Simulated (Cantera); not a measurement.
# TiO2 + CH4 + H2 (carbothermic reduction)

Feed: 1 mol TiO2, a varied amount of CH4, 0.13 mol H2, at 1375 °C and 0.133 bar.

Method: chemical equilibrium by Gibbs-energy minimisation in Cantera with the NASA 1993 tables (ideal gas, pure condensed phases). Candidate condensed phases: C, C6H6, C7H8, C8H18, H2O, Ti, TiC, TiO, TiO2, Ti2O3, Ti3O5, Ti4O7; 113 gas species. Mutual solubility and eutectic melting of coexisting phases are not modelled. TiC: taken at fixed stoichiometry. Rates play no part.

At 0.43 mol CH4 the condensed part is Ti2O3(s) + Ti3O5(s). From 0.63 mol CH4 to 2.8 mol CH4 the condensed part is TiC(s) + Ti2O3(s). From 4.1 mol CH4 to 6 mol CH4 the condensed part is C(graphite) + TiC(s).

```json
[
 {"n(CH4) (mol)": "0.43", "x H2": "0.696", "x CO": "0.303", "x H2O": "0.000553", "x H": "0.000204", "x CH4": "2.86e-6", "x CO2": "7.50e-5", "n Ti2O3(s)": "0.293", "n Ti3O5(s)": "0.138", "n TiC(s)": "0", "n C(graphite)": "0"},
 {"n(CH4) (mol)": "0.63", "x H2": "0.706", "x CO": "0.294", "x H2O": "0.000170", "x H": "0.000205", "x CH4": "9.41e-6", "x CO2": "2.21e-5", "n Ti2O3(s)": "0.474", "n Ti3O5(s)": "0", "n TiC(s)": "0.0521", "n C(graphite)": "0"},
 {"n(CH4) (mol)": "0.92", "x H2": "0.723", "x CO": "0.276", "x H2O": "0.000170", "x H": "0.000208", "x CH4": "9.52e-6", "x CO2": "2.02e-5", "n Ti2O3(s)": "0.416", "n Ti3O5(s)": "0", "n TiC(s)": "0.168", "n C(graphite)": "0"},
 {"n(CH4) (mol)": "1.3", "x H2": "0.736", "x CO": "0.264", "x H2O": "0.000170", "x H": "0.000209", "x CH4": "9.58e-6", "x CO2": "1.90e-5", "n Ti2O3(s)": "0.340", "n Ti3O5(s)": "0", "n TiC(s)": "0.320", "n C(graphite)": "0"},
 {"n(CH4) (mol)": "1.9", "x H2": "0.745", "x CO": "0.254", "x H2O": "0.000169", "x H": "0.000211", "x CH4": "9.62e-6", "x CO2": "1.80e-5", "n Ti2O3(s)": "0.220", "n Ti3O5(s)": "0", "n TiC(s)": "0.560", "n C(graphite)": "0"},
 {"n(CH4) (mol)": "2.8", "x H2": "0.753", "x CO": "0.247", "x H2O": "0.000169", "x H": "0.000212", "x CH4": "9.64e-6", "x CO2": "1.73e-5", "n Ti2O3(s)": "0.0397", "n Ti3O5(s)": "0", "n TiC(s)": "0.921", "n C(graphite)": "0"},
 {"n(CH4) (mol)": "4.1", "x H2": "0.806", "x CO": "0.194", "x H2O": "1.35e-5", "x H": "0.000219", "x CH4": "0.000116", "x CO2": "1.01e-6", "n Ti2O3(s)": "0", "n Ti3O5(s)": "0", "n TiC(s)": "1.00", "n C(graphite)": "1.10"},
 {"n(CH4) (mol)": "6", "x H2": "0.858", "x CO": "0.142", "x H2O": "1.05e-5", "x H": "0.000226", "x CH4": "0.000131", "x CO2": "5.42e-7", "n Ti2O3(s)": "0", "n Ti3O5(s)": "0", "n TiC(s)": "1.00", "n C(graphite)": "3.00"}
]
```
x: gas mole fraction; n: condensed amount in mol.
